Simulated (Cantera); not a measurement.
**Premixed flame**

A freely propagating, adiabatic, planar premixed flame of 7.43 % CH4, 16.0 % O2, 76.6 % N2, unburnt at 450 K and 41000 Pa; mixture-averaged transport, grid criteria slope 0.08 and curve 0.16, no radiation.

Cantera simulation using GRI-Mech 3.0 (53 species, 325 reactions); the numbers are that mechanism's predictions, not measurements. Burning velocities carry a grid error of a few per cent, more on coarse grids.

```tsv
z (mm)	T (K)	u (m/s)	x CH4	x O2	x NO2	x C2H2	x NO	x H2O2
-3.24	450	0.599	0.0743	0.160	<1e-8	<1e-8	<1e-8	<1e-8
-2.16	451	0.601	0.0741	0.160	<1e-8	<1e-8	<1e-8	6.90e-8
-1.62	457	0.609	0.0737	0.159	<1e-8	3.38e-8	<1e-8	4.52e-7
-1.08	502	0.673	0.0708	0.156	2.82e-8	4.70e-7	5.72e-8	3.37e-6
-0.541	833	1.13	0.0519	0.131	2.35e-8	7.06e-6	8.27e-7	8.04e-6
-0.270	1194	1.63	0.0295	0.0977	<1e-8	2.09e-5	2.01e-6	5.46e-6
0	1543	2.12	0.00715	0.0577	<1e-8	3.94e-5	4.10e-6	7.73e-7
0.270	1679	2.30	0.000490	0.0351	<1e-8	5.77e-6	6.63e-6	2.57e-7
0.541	1716	2.34	1.72e-5	0.0278	<1e-8	1.29e-7	8.24e-6	2.41e-7
1.08	1759	2.39	4.40e-8	0.0238	<1e-8	<1e-8	1.00e-5	2.03e-7
2.16	1814	2.46	<1e-8	0.0214	<1e-8	<1e-8	1.24e-5	1.51e-7
4.32	1876	2.53	<1e-8	0.0192	<1e-8	<1e-8	1.56e-5	1.03e-7
8.65	1935	2.60	<1e-8	0.0169	<1e-8	<1e-8	2.02e-5	6.86e-8
```
x: mole fraction of selected species; z is measured from the peak of heat release.

| Item | Result |
|---|---|
| laminar burning velocity | 59.9 cm/s |
| thermal thickness | 1.08 mm |
| peak x(C2H2) | 4.01e-5 |
| peak x(H2O2) | 8.11e-6 |
| grid points | 139 |
